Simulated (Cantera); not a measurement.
A closed system holds: 1 mol MgO, 14 mol CO, 2.1 mol H2, held at 1100 K and 1.20 bar.

Equilibrium computed with Cantera from the NASA thermochemical tables; the gas is ideal and each condensed phase is pure. Candidate condensed phases: C, C6H6, C7H8, C8H18, H2O, Mg, MgCO3, MgO, Mg(OH)2; 116 gas species. The numbers say what is thermodynamically allowed, not how fast it happens.

Base state: CO 0.793, H2 0.128, CO2 0.0667, H2O 0.0109, CH4 0.000709 (mole fractions); condensed: C(graphite) + MgO(s).

Q: What changes in the equilibrium state with this change: temperature from 1100 K to 2173.15 K?

A: 
```tsv
species	before	after
CO	0.793	0.860
H2	0.128	0.126
Mg	<1e-9	0.00597
CO2	0.0667	0.00341
H2O	0.0109	0.00259
H	8.45e-9	0.00157
CH4	0.000709	1.66e-8
MgH	<1e-9	3.98e-5
MgOH	<1e-9	2.30e-5
C(graphite), mol	1.15	0
MgO(s), mol	1.00	0.902
```
The tables' values for MgH are old estimates; treat these amounts as uncertain.
